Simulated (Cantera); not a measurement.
Input: 1 mol SiC, 0.052 mol H2O, 710 mol H2, held at 0.00825 Torr.

Cantera equilibrium calculation (NASA polynomials, part measured and part estimated; ideal gas, pure solids and liquids). Candidate condensed phases: C, C6H6, C7H8, C8H18, H2O, Si, SiC, SiO2; 123 gas species. The numbers say what is thermodynamically allowed, not how fast it happens. All values below are at 1748 K.

Base state: H2 0.932, H 0.0665, Si 0.00133, C2H2 (acetylene) 0.000105, CO 7.05e-5, SiC2 1.42e-5 (mole fractions); condensed: C(graphite).

Question: What changes in the equilibrium state with this change: H2O from 0.052 to 1.1 mol?

Answer: 
```csv
species,before,after
H2,0.932,0.931
H,0.0665,0.0665
CO,7.05e-5,0.00136
SiO,1.79e-7,0.000136
Si,0.00133,0.00121
SiC2,1.42e-5,6.93e-9
C2H2 (acetylene),0.000105,5.63e-8
"C(graphite), mol",0.768,0
```
